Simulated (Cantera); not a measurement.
What does this Cantera script print?

```python
import numpy as np
import cantera as ct

gas_names = """
    CL CLO CL2 Fe FeCL FeCL2 FeCL3 FeO Fe2CL4 Fe2CL6 O O2 O3
""".split()
cond_names = """
    Fe(a) Fe(c) Fe(d) Fe(L) FeCL2(s) FeCL2(L) FeCL3(s) FeCL3(L) FeO(s) FeO(L) Fe2O3(s) Fe3O4(s)
""".split()


# ... load() reads the species with a 1 bar reference pressure and builds the phases ...
atoms = {
    'Fe3O4': {'Fe': 3, 'O': 4},
    'Cl2': {'CL': 2},
}
top_T = {'Fe2O3(s)': 1830, 'Fe3O4(s)': 1870}  # K; cautious upper limits of use, not melting points


# ... equilibrate(T, P, feed) seeds the gas with the atoms and calls Mixture.equilibrate('TP', solver="vcs", rtol=1e-11, max_steps=5000) ...
results = []
feed = {'Fe3O4': 1, 'Cl2': 0.33}  # mol
P = 4200  # Pa
for T in [1025, 1125, 1225, 1325, 1425, 1525, 1625]:
    mix = equilibrate(T, P, feed)
    results.append((T, P, feed, dict(zip(mix.species_names, mix.species_moles))))
    x = sorted(zip(gas.X, gas.species_names), reverse=True)
    print(f"T = {T:g} K  P = {P:g} Pa  gas = {mix.phase_moles(0):.4g} mol")
    print("   x: " + "  ".join(f"{s} {v:.3e}" for v, s in x if v > 0.0001))
    print("   condensed (mol): " + ("  ".join(f"{mix.phase(i).name} {mix.phase_moles(i):.4g}"
          for i in range(1, mix.n_phases) if mix.phase_moles(i) > 1e-12) or "none"))
```

Output:

```
T = 1025 K  P = 4200 Pa  gas = 0.2488 mol
   x: FeCL3 4.760e-01  FeCL2 4.477e-01  Fe2CL4 6.307e-02  Fe2CL6 1.255e-02  CL2 6.526e-04
   condensed (mol): Fe2O3(s) 1.07  Fe3O4(s) 0.1976
T = 1125 K  P = 4200 Pa  gas = 0.2704 mol
   x: FeCL2 5.858e-01  FeCL3 3.847e-01  Fe2CL4 2.446e-02  CL2 2.489e-03  Fe2CL6 2.009e-03  CL 4.995e-04
   condensed (mol): Fe2O3(s) 1.107  Fe3O4(s) 0.1699
T = 1225 K  P = 4200 Pa  gas = 0.2857 mol
   x: FeCL2 6.882e-01  FeCL3 2.920e-01  Fe2CL4 9.808e-03  CL2 7.118e-03  CL 2.513e-03  Fe2CL6 3.619e-04
   condensed (mol): Fe2O3(s) 1.143  Fe3O4(s) 0.1426
T = 1325 K  P = 4200 Pa  gas = 0.2983 mol
   x: FeCL2 7.529e-01  FeCL3 2.156e-01  CL2 1.660e-02  CL 9.708e-03  Fe2CL4 4.133e-03  O2 8.928e-04
   condensed (mol): Fe2O3(s) 1.164  Fe3O4(s) 0.1268
T = 1425 K  P = 4200 Pa  gas = 0.3158 mol
   x: FeCL2 7.657e-01  FeCL3 1.522e-01  CL2 3.252e-02  CL 3.023e-02  O2 1.761e-02  Fe2CL4 1.750e-03
   condensed (mol): Fe2O3(s) 1.13  Fe3O4(s) 0.1495
T = 1525 K  P = 4200 Pa  gas = 0.4296 mol
   x: FeCL2 5.794e-01  O2 2.333e-01  FeCL3 7.256e-02  CL 7.033e-02  CL2 4.370e-02  Fe2CL4 4.629e-04  CLO 1.659e-04
   condensed (mol): Fe2O3(s) 0.5203  Fe3O4(s) 0.5596
T = 1625 K  P = 4200 Pa  gas = 0.5396 mol
   x: FeCL2 5.124e-01  O2 3.582e-01  CL 8.536e-02  FeCL3 2.473e-02  CL2 1.893e-02  CLO 2.220e-04  Fe2CL4 1.844e-04
   condensed (mol): Fe3O4(s) 0.9033
```

Equilibrium computed with Cantera from the NASA thermochemical tables; the gas is ideal and each condensed phase is pure. Mutual solubility and eutectic melting of coexisting phases are not modelled.
